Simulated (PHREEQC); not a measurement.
Make-up at 40 °C: 0.003 mol/kgw Na2B4O7, 0.048 mol/kgw HF and 0.00012 mol/kgw CsBr. Closed to the air; pH follows from the charge balance.

All values are PHREEQC results (ion-association model, wateq4f.dat), not measurements.

The pH comes out as 2.33, the ionic strength is 0.0113 mol/kgw and the total alkalinity is -42.0 meq/kg.

```
species    molality  activity   log γ
---------  --------  --------  ------
BF4-        0.00941   0.00837  -0.051
HF          0.00683   0.00684   0.001
Na+         0.00600   0.00537  -0.048
H+          0.00518   0.00470  -0.042
H3BO3       0.00167   0.00168   0.001
F-         0.000825  0.000736  -0.050
BF3OH-     0.000681  0.000605  -0.051
BF2(OH)2-  0.000233  0.000207  -0.051
Br-        0.000120  0.000107  -0.049
```

No solid was allowed to form. Constants without temperature data keep their 25 °C values here. Real BF4- forms and hydrolyses slowly; the run takes it at equilibrium.
